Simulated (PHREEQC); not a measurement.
0.22 g of hydrous ferric oxide (600 m²/g; 0.2 weak and 0.005 strong sites per Fe, Dzombak-Morel constants, diffuse double layer) in 1 kg of water with 0.1 mol/kgw of an inert sodium salt and 0.0008 mol/kgw SrCl2 and 2.8e-06 mol/kgw Ag2SO4, at 25 °C; the pH is set by adding NaOH or the inert anion's acid. O2 is buffered at 0.21 atm. CO2 from the air is kept out. Nothing may precipitate in this run.

The series has 13 steps of pH, from 3 to 9.

The numbers come from PHREEQC with the ion-association model, wateq4f.dat.

Task: Near which pH is half of the S sorbed, and on which side is more sorbed?

Result: Near pH 6.0, with more sorbed at lower pH.

Along this series the solution becomes supersaturated in solids that the run did not let form, among them Cerargyrite. The oxide is taken as insoluble; below pH 4 it would dissolve.
